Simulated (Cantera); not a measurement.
Reactions in the system C-Ni-S

Standard-state values (1 bar) from the NASA 1993 polynomials, evaluated with Cantera. Values are per mole of reaction as written; species without (g) are pure solids or liquids, kept so even where they would boil at 1 bar.

CS2(g) + 2 Ni ⇌ C + 2 NiS

```csv
T (K),ΔH° (kJ),ΔS° (J/K),ΔG° (kJ),log10 K,condensed phases
300,-292.7,-186.0,-236.9,41.24,"Ni(s), C(graphite), NiS(s)"
1200,-266.9,-150.6,-86.1,3.75,"Ni(s), C(graphite), NiS(s)"
1350,-200.2,-97.4,-68.7,2.66,"Ni(s), C(graphite), NiS(l)"
1500,-193.5,-92.7,-54.5,1.90,"Ni(s), C(graphite), NiS(l)"
1650,-187.2,-88.7,-40.9,1.29,"Ni(s), C(graphite), NiS(l)"
1800,-215.7,-105.2,-26.4,0.77,"Ni(l), C(graphite), NiS(l)"
1950,-210.0,-102.1,-10.9,0.29,"Ni(l), C(graphite), NiS(l)"
2100,-204.3,-99.3,4.2,-0.11,"Ni(l), C(graphite), NiS(l)"
```
